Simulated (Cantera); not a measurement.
Adiabatic ignition

An adiabatic, constant-volume homogeneous reactor starts with 5.51 % CH4, 5.07 % H2, 18.9 % O2, 70.6 % N2, equivalence ratio 0.72, at 1300 K and 100000 Pa.

Cantera simulation using GRI-Mech 3.0 (53 species, 325 reactions); the numbers are that mechanism's predictions, not measurements.

```csv
t (s),T (K),P (bar),x CH4,x H2,x O2,x H2O2,x NO,x C2H6,x CO2
6.00e-6,1300,1.00,0.0551,0.0507,0.189,1.82e-10,<1e-12,<1e-12,<1e-12
2.00e-5,1300,1.000,0.0551,0.0507,0.189,1.92e-9,<1e-12,1.95e-11,<1e-12
6.64e-5,1300,1.00,0.0551,0.0507,0.189,2.06e-8,<1e-12,8.32e-9,2.04e-10
0.000221,1317,1.01,0.0529,0.0498,0.187,2.33e-6,2.56e-11,0.000451,1.74e-5
0.000735,2745,2.11,<1e-12,0.00740,0.0545,5.46e-7,0.00379,<1e-12,0.0408
0.00245,2732,2.09,<1e-12,0.00736,0.0504,5.16e-7,0.0128,<1e-12,0.0409
0.00814,2729,2.09,<1e-12,0.00735,0.0493,5.07e-7,0.0152,<1e-12,0.0410
0.0271,2729,2.09,<1e-12,0.00735,0.0493,5.07e-7,0.0152,<1e-12,0.0410
0.0902,2729,2.09,<1e-12,0.00735,0.0493,5.07e-7,0.0152,<1e-12,0.0410
0.300,2729,2.09,<1e-12,0.00735,0.0493,5.07e-7,0.0152,<1e-12,0.0410
```
x: mole fraction; the columns are a selection and need not sum to one.

```json
{
  "time_of_steepest_temperature_rise": "0.358 ms",
  "temperature at 0.300 s": "2729 K",
  "equilibrium_temperature": "2729 K",
  "x(CH4) at 0.300 s": "<1e-12 (gas-phase equilibrium <1e-12)",
  "x(H2) at 0.300 s": "0.00735 (gas-phase equilibrium 0.00735)",
  "x(O2) at 0.300 s": "0.0493 (gas-phase equilibrium 0.0493)"
}
```
